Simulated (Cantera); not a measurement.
A freely propagating, adiabatic, planar premixed flame of CH₄ : CO : O₂ : N₂ = 1 : 0.66 : 1.79 : 6.74 (molar parts), unburnt at 600 K and 810000 Pa; mixture-averaged transport, grid criteria slope 0.08 and curve 0.16, no radiation.

Model: GRI-Mech 3.0 (53 species, 325 reactions), integrated in Cantera. Burning velocities carry a grid error of a few per cent, more on coarse grids.

**Question.** How do the results move with these cheaper or finer settings: unity-Lewis-number transport; multicomponent transport; multicomponent+Soret transport; grid criteria slope 0.5, curve 1; grid criteria slope 0.25, curve 0.5; grid criteria slope 0.03, curve 0.06?

**Answer.** 
```
setting                               laminar burning velocity  thermal thickness  peak x(H₂)  grid points  grid points
------------------------------------  ------------------------  -----------------  ----------  -----------  -----------
as above                                             56.9 cm/s          0.0742 mm      0.0288          150          150
unity-Lewis-number transport                         38.3 cm/s          0.0960 mm      0.0281          144          144
multicomponent transport                             57.0 cm/s          0.0754 mm      0.0289          151          151
multicomponent+Soret transport                       57.2 cm/s          0.0744 mm      0.0277          150          150
grid criteria slope 0.5, curve 1                     64.2 cm/s          0.0818 mm      0.0292           35           35
grid criteria slope 0.25, curve 0.5                  59.1 cm/s          0.0770 mm      0.0289           57           57
grid criteria slope 0.03, curve 0.06                 55.9 cm/s          0.0740 mm      0.0286          325          325
```
The base run took roughly 6 core-seconds.
Unity Lewis numbers drop preferential diffusion, which matters most where H2 and H carry the flame; Soret adds thermal diffusion.
